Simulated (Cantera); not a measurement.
Mixture: 35.5 % CO, 1.60 % H2, 13.2 % O2, 49.7 % N2, equivalence ratio 1.4, at 760 Torr, adiabatic and at constant pressure. Ignition delay is the time to a rise of 400 K.

Cantera simulation using GRI-Mech 3.0 (53 species, 325 reactions); the numbers are that mechanism's predictions, not measurements. Where the delays flatten at high temperature, the 400 K rule measures the pace of heat release, not the induction time.

Question: Predict: delay at 1150 K; delay at 1250 K; delay at 1350 K; delay at 1450 K; delay at 1550 K.

Answer: 
```
Quantity           Result
---------------  --------
delay at 1150 K  0.198 ms
delay at 1250 K  0.131 ms
delay at 1350 K  0.102 ms
delay at 1450 K   87.9 µs
delay at 1550 K   82.1 µs
```
